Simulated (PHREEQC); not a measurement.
1 kg of water holding 0.22 mol/kgw KCl, 0.6 mol/kgw Na2CO3, 0.0018 mol/kgw Na2B4O7, 0.01 mol/kgw NaCl and 0.085 mol/kgw Na2SO4 is evaporated at 25 °C; the solids stay in contact with the brine. CO2 is held at log p = -3.4 (atm). Solids allowed: Arcanite, Burkeite, Glaserite, Halite, Kalicinite, Mirabilite, Misenite, Nahcolite, Natron, Sylvite, Thenardite, Trona, Borax, Boric_acid,s, KB5O8:4H2O, K2B4O7:4H2O, NaBO2:4H2O, NaB5O8:5H2O, Teepleite. Others were left out.

The series has 16 steps of water left (kg), from 0.9987 to 0.03564.

All values are PHREEQC results (Pitzer model, pitzer.dat), not measurements.

Task: Which solids form, in which order, and at which step of the series does each first stand?

Result: Trona from water left = 0.2041 kg (pH 10.16); Glaserite from water left = 0.1304 kg (pH 10.15); Sylvite from water left = 0.03564 kg (pH 9.90).

Complexes and solids missing from the database can't appear.
